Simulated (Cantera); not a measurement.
**Equilibrium for abatement and gas-phase synthesis: CS2 + H2O + O2**

A closed system holds: 1 mol CS2, 0.49 mol H2O, 5.4 mol O2, held at 92000 Pa.

Equilibrium computed with Cantera from the NASA thermochemical tables; the gas is ideal and each condensed phase is pure. Candidate condensed phases: C, C6H6, C7H8, C8H18, H2O, H2SO4, S; 123 gas species. Equilibrium is a limit: real reactors are often held back by kinetics, nucleation or transport.

From 573 K to 1673 K nothing is condensed. The main C-bearing gas is CO2 throughout.

```tsv
T (K)	log p O2	log p SO3	log p SO2	log p CO2	log p H2O	log p H2SO4	log p OH	log p O
573	-0.54	-0.49	-4.31	-0.69	-1.84	-1.06	<-12	<-12
673	-0.57	-0.44	-2.91	-0.71	-1.15	-1.62	-11.10	<-12
773	-0.57	-0.44	-1.92	-0.73	-1.05	-2.46	-9.43	<-12
873	-0.55	-0.51	-1.24	-0.74	-1.05	-3.24	-8.17	-11.99
973	-0.50	-0.69	-0.84	-0.76	-1.07	-4.00	-7.17	-10.42
1073	-0.46	-0.97	-0.65	-0.78	-1.09	-4.75	-6.35	-9.14
1173	-0.44	-1.28	-0.57	-0.79	-1.10	-5.44	-5.68	-8.08
1273	-0.44	-1.59	-0.54	-0.80	-1.11	-6.05	-5.11	-7.19
1373	-0.43	-1.86	-0.52	-0.80	-1.11	-6.57	-4.63	-6.43
1473	-0.43	-2.10	-0.51	-0.80	-1.11	-7.03	-4.21	-5.77
1573	-0.43	-2.31	-0.51	-0.81	-1.12	-7.42	-3.84	-5.20
1673	-0.43	-2.49	-0.51	-0.81	-1.12	-7.77	-3.52	-4.69
```
log p: log10 of the partial pressure in bar; nothing condenses.
